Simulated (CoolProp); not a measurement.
The numbers come from the reference Helmholtz-energy equation of state, Thol 2015 in CoolProp.

Q: For octamethylcyclotetrasiloxane (D4), give the phase and the density (kg/m³), cv (kJ/(kg K)), Joule-Thomson coefficient (K/MPa), isothermal compressibility (1/MPa) at 370.3 K and 40.5 bar; 412.2 K and 40.5 bar.

A: 
- 370.3 K and 40.5 bar: liquid; density 876, cv 1.53, Joule-Thomson coefficient -0.331, isothermal compressibility 0.00256
- 412.2 K and 40.5 bar: liquid; density 828, cv 1.63, Joule-Thomson coefficient -0.266, isothermal compressibility 0.00372
